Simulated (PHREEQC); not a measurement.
Dissolve 0.0029 mol NH4HF2, 6.7e-05 mol H2SiF6 and 0.0015 mol HBF4 per kg of water at 93 °C. Closed to the air; pH follows from the charge balance.

All values are PHREEQC results (ion-association model, phreeqc.dat), not measurements.

```
quantity                   before    after
------------------------  -------  -------
pH                           3.31     3.74
ionic strength (mol/kgw)  0.00343  0.00310
HF (mol/kgw)              0.00708  0.00307
F- (mol/kgw)              0.00265  0.00306
HF2- (mol/kgw)            7.65e-5  3.83e-5
H4SiO4 (mol/kgw)          5.78e-5  6.65e-5
SI of Quartz (SiO2)         -1.07    -1.01
```

**Question.** Name the change that produced these shifts.
A) HBF4 left out
B) NH4HF2 left out
C) 8.2e-05 mol/kgw HF added
D) temperature from 93 to 20 °C
E) diluted 5-fold with water

**Answer.** A, HBF4 left out

This is a speciation only: nothing precipitates in the calculation. Away from 25 °C the constants follow the database's enthalpies or fits; those with neither stay at their 25 °C values. SiF6-2 is the database's only silicon fluoride. Real BF4- forms and hydrolyses slowly; the run takes it at equilibrium.
